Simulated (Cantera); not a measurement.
## Carbon deposition, reforming and gasification: C + O₂

Feed: 1 mol C, 0.88 mol O₂, at 100 Torr.

Method: chemical equilibrium by Gibbs-energy minimisation in Cantera with the NASA 1993 tables (ideal gas, pure condensed phases). Candidate condensed phases: C; 12 gas species. Rates play no part.

| T (K) | log p CO₂ | log p CO | n C(graphite) |
|---|---|---|---|
| 675 | -0.89 | -2.48 | 0.109 |
| 725 | -0.91 | -2.03 | 0.0883 |
| 775 | -0.95 | -1.66 | 0.0405 |
| 825 | -0.99 | -1.49 | 0 |
| 875 | -0.99 | -1.49 | 0 |
| 925 | -0.99 | -1.49 | 0 |
| 975 | -0.99 | -1.49 | 0 |
| 1025 | -0.99 | -1.49 | 0 |
| 1075 | -0.99 | -1.49 | 0 |
| 1125 | -0.99 | -1.49 | 0 |
| 1175 | -0.99 | -1.49 | 0 |
| 1225 | -0.99 | -1.49 | 0 |
| 1275 | -0.99 | -1.49 | 0 |
| 1325 | -0.99 | -1.49 | 0 |
log p: log10 of the partial pressure in bar; n: condensed amount in mol.

From 675 K to 775 K the condensed part is C(graphite). From 825 K to 1325 K nothing is condensed. The main C-bearing gas is CO₂ throughout.
